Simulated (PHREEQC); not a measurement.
NaCl is added in steps, without added water, to 1 kg of water holding 0.13 mol/kgw H2SO4 and 8.2e-05 mol/kgw Al(NO3)3, at 20 °C. O2 is buffered at 0.21 atm. The system is closed to CO2. Only these solids could form: Al(OH)3(a), Basaluminite, Halite, Mirabilite.

Base run: PHREEQC, ion-association model, wateq4f.dat. Each further column changes one thing. The table gives pH.

| NaCl added (mol) | base | Debye-Hückel limiting law | database phreeqc.dat | all activity coefficients set to 1 | Davies equation for every ion |
|---|---|---|---|---|---|
| 0 | 0.91 | 0.99 | 0.91 | 0.85 | 0.93 |
| 0.026 | 0.91 | 1.00 | 0.91 | 0.85 | 0.93 |
| 0.052 | 0.91 | 1.00 | 0.90 | 0.85 | 0.93 |
| 0.078 | 0.91 | 1.01 | 0.90 | 0.85 | 0.93 |
| 0.104 | 0.90 | 1.01 | 0.90 | 0.84 | 0.93 |
| 0.13 | 0.90 | 1.02 | 0.90 | 0.84 | 0.93 |
| 0.156 | 0.90 | 1.03 | 0.90 | 0.84 | 0.93 |
| 0.182 | 0.90 | 1.03 | 0.90 | 0.83 | 0.93 |
| 0.208 | 0.90 | 1.04 | 0.90 | 0.83 | 0.93 |
| 0.234 | 0.90 | 1.04 | 0.89 | 0.83 | 0.93 |
| 0.26 | 0.90 | 1.05 | 0.89 | 0.83 | 0.92 |

 phreeqc.dat and wateq4f.dat share most of their constants, so their agreement is no independent check. Solids allowed in the column 'database phreeqc.dat': Al(OH)3(a), Halite.
